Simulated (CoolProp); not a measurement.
Properties of R507A along the isobar 0.999 MPa.

The numbers come from the reference Helmholtz-energy equation of state, Lemmon 2003 in CoolProp. It is a pseudo-pure fit of the blend.

```csv
T (°C),phase,speed of sound (m/s),isothermal compressibility (1/MPa)
-8.45,liquid,535.4,0.004539
38.55,gas,[?],1.211
62.15,gas,160.0,[?]
85.65,gas,169.0,[?]
109.15,gas,177.0,1.078
132.75,gas,184.3,1.061
156.25,gas,191.1,1.048
179.75,gas,197.4,1.038
203.35,gas,203.4,1.031
226.85,gas,209.1,1.025
```

Q: Some entries are withheld; supply them.

A: 
- 38.55, speed of sound (m/s): 149.2
- 62.15, isothermal compressibility (1/MPa): 1.142
- 85.65, isothermal compressibility (1/MPa): 1.103
